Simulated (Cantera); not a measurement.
Cantera run:

```python
import numpy as np
import cantera as ct

gas_names = [...]  # 109 gases of nasa_gas.yaml made of C, Cl, H, Si
cond_names = """
    C(gr) C6H6(L) C7H8(L) C8H18(L),n-octa Si(cr) Si(L) SiC(b)
""".split()


# ... load() reads the species with a 1 bar reference pressure and builds the phases ...
atoms = {
    '(CH3)2SiCl2': {'C': 2, 'H': 6, 'Si': 1, 'CL': 2},
    'C2H4': {'C': 2, 'H': 4},
    'H2': {'H': 2},
}
top_T = {'C(gr)': 4500, 'SiC(b)': 3050}  # K; cautious upper limits of use, not melting points


# ... equilibrate(T, P, feed) seeds the gas with the atoms and calls Mixture.equilibrate('TP', solver="vcs", rtol=1e-11, max_steps=5000) ...
results = []
feed = {'(CH3)2SiCl2': 1, 'C2H4': 0.39, 'H2': 140}  # mol
P = 1200  # Pa
for T in [2100, 2150, 2200, 2250, 2300, 2350, 2400, 2450, 2500, 2550, 2600]:
    mix = equilibrate(T, P, feed)
    results.append((T, P, feed, dict(zip(mix.species_names, mix.species_moles))))

top = {s: max(r[3][s] / sum(r[3][g] for g in gas_names) for r in results) for s in gas_names}
cols = sorted((s for s in top if top[s] > 0.0001), key=lambda s: -top[s])[:5]
seen = [c for c in cond_names if any(r[3].get(c, 0) > 1e-12 for r in results)]
print("log10 of partial pressures in bar; condensed amounts in mol")
print(f"{'T/K':>10s}" + "".join(f"{s[:9]:>10s}" for s in cols + seen))
for T, P, feed, n in results:
    ng = sum(n[g] for g in gas_names)
    print(f"{T:10.4g}" + "".join(f"{np.log10(max(n[s] / ng * P / 1e5, 1e-99)):10.3f}" for s in cols)
          + "".join(f"{n.get(c, 0):10.4g}" for c in seen))
```

Result:

```
log10 of partial pressures in bar; condensed amounts in mol
       T/K        H2         H       HCL C2H2,acet        Si     C(gr)    SiC(b)
      2100    -1.940    -3.477    -3.799    -4.781    -4.983     1.514    0.8362
      2150    -1.945    -3.348    -3.805    -4.658    -4.686      1.51    0.6734
      2200    -1.952    -3.225    -3.814    -4.543    -4.403     1.581      0.36
      2250    -1.960    -3.109    -3.824    -4.436    -4.214     1.631         0
      2300    -1.970    -2.999    -3.834    -4.334    -4.209     1.348         0
      2350    -1.981    -2.895    -3.846    -4.240    -4.211     1.004         0
      2400    -1.996    -2.796    -3.862    -4.152    -4.218    0.5962         0
      2450    -2.013    -2.703    -3.881    -4.072    -4.231    0.1186         0
      2500    -2.033    -2.616    -3.905    -4.063    -4.236         0         0
      2550    -2.057    -2.534    -3.933    -4.078    -4.239         0         0
      2600    -2.085    -2.458    -3.966    -4.096    -4.246         0         0
```

Method: chemical equilibrium by Gibbs-energy minimisation in Cantera with the NASA 1993 tables (ideal gas, pure condensed phases). The feed counts by its element totals alone. The tables' values for SiCl are old estimates; treat these amounts as uncertain. Gases not in the tables: Si2H6 and higher silanes.
